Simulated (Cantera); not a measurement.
**Moist CO burnout**

An isothermal, constant-pressure homogeneous reactor starts with 0.244 % CO, 2.15 % O2, 0.0410 % H2O, 97.6 % N2, equivalence ratio 0.057, at 1125 K and 67000 Pa.

Computed with Cantera and GRI-Mech 3.0 (53 species, 325 reactions).

```json
[
 {"t (s)": "0.000800", "x CO": "0.00244", "x O2": "0.0215", "x H2O": "0.000410", "x OH": "6.20e-12", "x CO2": "3.99e-10", "x H": "1.12e-12"},
 {"t (s)": "0.00153", "x CO": "0.00244", "x O2": "0.0215", "x H2O": "0.000410", "x OH": "1.90e-11", "x CO2": "8.01e-10", "x H": "3.60e-12"},
 {"t (s)": "0.00293", "x CO": "0.00244", "x O2": "0.0215", "x H2O": "0.000410", "x OH": "5.56e-11", "x CO2": "1.74e-9", "x H": "1.08e-11"},
 {"t (s)": "0.00559", "x CO": "0.00244", "x O2": "0.0215", "x H2O": "0.000410", "x OH": "1.65e-10", "x CO2": "4.45e-9", "x H": "3.24e-11"},
 {"t (s)": "0.0107", "x CO": "0.00244", "x O2": "0.0215", "x H2O": "0.000410", "x OH": "6.01e-10", "x CO2": "1.58e-8", "x H": "1.19e-10"},
 {"t (s)": "0.0205", "x CO": "0.00244", "x O2": "0.0215", "x H2O": "0.000410", "x OH": "4.17e-9", "x CO2": "1.12e-7", "x H": "8.29e-10"},
 {"t (s)": "0.0391", "x CO": "0.00243", "x O2": "0.0215", "x H2O": "0.000409", "x OH": "2.08e-7", "x CO2": "4.50e-6", "x H": "4.23e-8"},
 {"t (s)": "0.0748", "x CO": "0.00188", "x O2": "0.0212", "x H2O": "0.000403", "x OH": "6.18e-6", "x CO2": "0.000560", "x H": "2.26e-6"},
 {"t (s)": "0.143", "x CO": "0.000936", "x O2": "0.0207", "x H2O": "0.000406", "x OH": "4.61e-6", "x CO2": "0.00150", "x H": "8.81e-7"},
 {"t (s)": "0.273", "x CO": "0.000377", "x O2": "0.0204", "x H2O": "0.000408", "x OH": "3.03e-6", "x CO2": "0.00207", "x H": "2.39e-7"},
 {"t (s)": "0.523", "x CO": "0.000126", "x O2": "0.0203", "x H2O": "0.000409", "x OH": "1.86e-6", "x CO2": "0.00232", "x H": "5.04e-8"},
 {"t (s)": "1.00", "x CO": "3.63e-5", "x O2": "0.0203", "x H2O": "0.000410", "x OH": "1.10e-6", "x CO2": "0.00241", "x H": "8.83e-9"}
]
```
x: mole fraction; the columns are a selection and need not sum to one.

Equilibrium at this temperature and pressure: CO 5.60e-11, O2 0.0203, H2O 0.000410, OH 4.00e-8, CO2 0.00244, H <1e-12 (gas phase only).
